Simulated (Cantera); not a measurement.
**Transport properties of process gases**

Gas mixture: 100 % N2, at 3.36 atm, frozen composition.

Cantera's kinetic-theory transport with the Lennard-Jones parameters of GRI-Mech 3.0, ideal gas; thermal conductivity in the multicomponent form.

```
T (K)  ρ (kg/m³)  cp (J/kg/K)  μ (µPa s)  λ (mW/m/K)     Pr  D (cm²/s) CO2  D (cm²/s) CH4  D (cm²/s) NH3
-----  ---------  -----------  ---------  ----------  -----  -------------  -------------  -------------
400         2.86         1047       22.3        32.9  0.710         0.0794          0.111          0.114
500         2.29         1058       26.1        39.1  0.708          0.118          0.164          0.172
600         1.91         1074       29.6        45.0  0.706          0.162          0.224          0.239
700         1.64         1095       32.8        50.9  0.706          0.211          0.291          0.315
800         1.43         1121       35.8        56.9  0.706          0.266          0.364          0.398
900         1.27         1147       38.7        62.9  0.706          0.325          0.444          0.488
```
D: mixture-averaged diffusion coefficient of that species in the mixture.
